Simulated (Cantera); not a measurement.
A closed system holds: 1 mol SiO2, 1.8 mol HF, 1.5 mol H2, held at 4.10 mbar.

These are equilibrium values from Cantera (NASA tables, ideal gas, pure condensed phases), not measurements of a reactor. Candidate condensed phases: H2O, Si, SiO2; 38 gas species. The tables hold silica as quartz up to 1696 K and as liquid above; real silica turns to tridymite and cristobalite and melts near 1996 K. Kinetics and transport are ignored.

### Question
Which condensed phases are stable at each of these points (T (°C)): 525, 575, 625, 675, 725, 775, 825, 875, 925, 975, 1025, 1075, 1125, 1175?

### Answer
```tsv
T (°C)	condensed phases	Si condensed (%)
525	SiO2(α-quartz)	74.8
575	SiO2(β-quartz)	77.9
625	SiO2(β-quartz)	80.6
675	SiO2(β-quartz)	83.1
725	SiO2(β-quartz)	85.2
775	SiO2(β-quartz)	87.0
825	SiO2(β-quartz)	88.6
875	SiO2(β-quartz)	89.9
925	SiO2(β-quartz)	91.0
975	SiO2(β-quartz)	92.0
1025	SiO2(β-quartz)	92.8
1075	SiO2(β-quartz)	93.5
1125	SiO2(β-quartz)	94.1
1175	SiO2(β-quartz)	94.6
```

At 525 °C the condensed part is SiO2(α-quartz). From 575 °C to 1175 °C the condensed part is SiO2(β-quartz).
